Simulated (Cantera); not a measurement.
A perfectly stirred reactor is fed with NO : N₂ = 1 : 4.5 (molar parts), at 31000 Pa; it is held at 2075 K, and followed from long to short residence time.

Model: GRI-Mech 3.0 (53 species, 325 reactions), integrated in Cantera.

Q: What does this change do: NO 1 to 2.1 parts?

A: 
| quantity | before | after |
|---|---|---|
| x(NO) at τ = 24.0 s | 0.0168 | 0.0240 |
| x(N₂O) at τ = 24.0 s | 3.11e-7 | 4.60e-7 |
| x(O) at τ = 24.0 s | 0.000605 | 0.000808 |
| x(O₂) at τ = 24.0 s | 0.0822 | 0.147 |
| x(N₂) at τ = 24.0 s | 0.900 | 0.829 |
| x(NO) at τ = 0.110 s | 0.173 | 0.295 |
| x(N₂O) at τ = 0.110 s | 1.41e-5 | 3.95e-5 |
| x(O) at τ = 0.110 s | 0.000188 | 0.000286 |
| x(O₂) at τ = 0.110 s | 0.00421 | 0.0115 |
| x(N₂) at τ = 0.110 s | 0.822 | 0.693 |

Q: What does this change do: N2 4.5 to 2 parts?

A: 
```tsv
quantity	before	after
x(NO) at τ = 24.0 s	0.0168	0.0247
x(N₂O) at τ = 24.0 s	3.11e-7	4.76e-7
x(O) at τ = 24.0 s	0.000605	0.000828
x(O₂) at τ = 24.0 s	0.0822	0.154
x(N₂) at τ = 24.0 s	0.900	0.821
x(NO) at τ = 0.110 s	0.173	0.308
x(N₂O) at τ = 0.110 s	1.41e-5	4.30e-5
x(O) at τ = 0.110 s	0.000188	0.000296
x(O₂) at τ = 0.110 s	0.00421	0.0125
x(N₂) at τ = 0.110 s	0.822	0.679
```

Q: What does this change do: temperature 2075 to 1800 K?

A: 
```
quantity                 before     after
---------------------  --------  --------
x(NO) at τ = 24.0 s      0.0168     0.108
x(N₂O) at τ = 24.0 s    3.11e-7   4.63e-6
x(O) at τ = 24.0 s     0.000605   4.33e-5
x(O₂) at τ = 24.0 s      0.0822    0.0369
x(N₂) at τ = 24.0 s       0.900     0.855
x(NO) at τ = 0.110 s      0.173     0.181
x(N₂O) at τ = 0.110 s   1.41e-5   1.28e-5
x(O) at τ = 0.110 s    0.000188   1.11e-5
x(O₂) at τ = 0.110 s    0.00421  0.000269
x(N₂) at τ = 0.110 s      0.822     0.818
```
